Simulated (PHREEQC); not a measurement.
A PHREEQC speciation (ion-association model, phreeqc.dat) at 25 °C gives pH 7.47 and these molalities:

| species | mol/kgw |
|---|---|
| Na+ | 0.144 |
| SO4-2 | 0.0649 |
| NaSO4- | 0.0134 |
| HCO3- | 0.00449 |
| MnSO4 | 0.00188 |
| Mn+2 | 0.00187 |
| MnHCO3+ | 0.000242 |
| CO2 | 0.000240 |
| MnCO3 | 0.000211 |
| NaHCO3 | 0.000191 |
| CO3-2 | 1.54e-5 |
| NaCO3- | 1.25e-5 |
| MnOH+ | 6.23e-7 |
| OH- | 4.29e-7 |

Q: What are the element totals, and what could have been dissolved in 1 kg of water to give them?

A: One answer among several that fit: totals C(4) 0.00540, Mn(2) 0.00420, Na 0.157, S(6) 0.0802 mol/kgw, from 0.0042 mol MnSO4, 0.076 mol Na2SO4 and 0.0054 mol NaHCO3 per kg of water.

No solid was allowed to form. The solution is supersaturated, for example in Rhodochrosite, so a real one may precipitate; this is no full list. Species that the database lacks are ignored.
